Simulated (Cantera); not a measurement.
Charge: 1 mol Si2Cl6, 2 mol HCl, 170 mol H2, 0.016 mol Cl2, equilibrated at 0.00560 bar.

Cantera equilibrium calculation (NASA polynomials, part measured and part estimated; ideal gas, pure solids and liquids). Candidate condensed phases: Si; 19 gas species. The feed counts by its element totals alone. Gases not in the tables: Si2H6 and higher silanes. Equilibrium is a limit: real reactors are often held back by kinetics, nucleation or transport.

Q: What share of the Si ends up in condensed phases as a function of T (K), at 1075, 1175, 1275, 1375, 1475, 1575, 1675?

A: 
```json
[
 {"T (K)": "1075", "Si condensed (%)": "53.8", "as": "Si(s)"},
 {"T (K)": "1175", "Si condensed (%)": "64.4", "as": "Si(s)"},
 {"T (K)": "1275", "Si condensed (%)": "64.6", "as": "Si(s)"},
 {"T (K)": "1375", "Si condensed (%)": "62.7", "as": "Si(s)"},
 {"T (K)": "1475", "Si condensed (%)": "60.6", "as": "Si(s)"},
 {"T (K)": "1575", "Si condensed (%)": "58.5", "as": "Si(s)"},
 {"T (K)": "1675", "Si condensed (%)": "56.0", "as": "Si(s)"}
]
```
